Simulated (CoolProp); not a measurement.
Vapour-liquid equilibrium of carbon dioxide (1) + ethane (2) at 262 K; x and y are mole fractions of (1).

Computed with CoolProp (multi-fluid Helmholtz-energy mixture model, Span 1996 and Bücker 2006; pair parameters Kunz 2012).

```tsv
x	bubble pressure (MPa)	y at the bubble point	dew pressure at overall composition x (MPa)	liquid density (mol/L)
0.05	1.974	0.105	1.882	14.24
0.125	2.202	0.229	2.008	14.41
0.2	2.397	0.324	2.146	14.62
0.275	2.560	0.401	2.295	14.86
0.35	2.692	0.466	2.451	15.15
0.425	2.796	0.521	[?]	15.52
0.5	2.873	0.572	2.758	15.97
0.575	2.924	0.618	2.877	16.53
0.65	2.951	0.664	2.945	17.21
0.725	2.951	0.712	2.946	18.04
0.8	2.920	0.765	2.884	[?]
0.875	2.847	0.829	2.778	20.17
0.95	[?]	[?]	2.652	21.49
```

Question: What belongs in the gaps?

Answer: 
- 0.425, dew pressure at overall composition x (MPa): 2.610
- 0.8, liquid density (mol/L): 19.02
- 0.95, bubble pressure (MPa): 2.709
- 0.95, y at the bubble point: 0.917

y crosses x between x = 0.65 and 0.725: the model has an azeotrope there.

The pair parameters rest on a limited set of measurements; away from them the model extrapolates.
